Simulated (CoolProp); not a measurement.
Saturation properties of n-heptane (Tc = 268.1 °C, pc = 2.774 MPa, ω = 0.349).

Computed with CoolProp (reference Helmholtz-energy equation of state, Span 2003). It is a short technical equation, of lower accuracy than the large ones.

| T (°C) | p (MPa) | vapour density (kg/m³) | liquid viscosity (µPa s) | vapour viscosity (µPa s) |
|---|---|---|---|---|
| 119.15 | 0.1796 | 5.991 | 167 | 7.62 |
| 123.25 | 0.1995 | 6.626 | 162 | 7.70 |
| 127.35 | 0.2210 | 7.315 | 157 | 7.78 |
| 131.55 | 0.2448 | 8.078 | 152 | 7.87 |
| 135.65 | 0.2699 | 8.884 | 147 | 7.96 |
| 139.75 | 0.2969 | 9.754 | 143 | 8.05 |
| 143.95 | 0.3267 | 10.72 | 138 | 8.14 |
| 148.05 | 0.3579 | 11.73 | 134 | 8.24 |
| 152.15 | 0.3913 | 12.82 | 130 | 8.34 |
| 156.35 | 0.4279 | 14.02 | 126 | 8.44 |
| 160.45 | 0.4661 | 15.29 | 122 | 8.55 |
| 164.55 | 0.5068 | 16.65 | 118 | 8.66 |

It boils at 98.4 °C under 1 atm.

Viscosity comes from a separate model (Michailidou 2014).
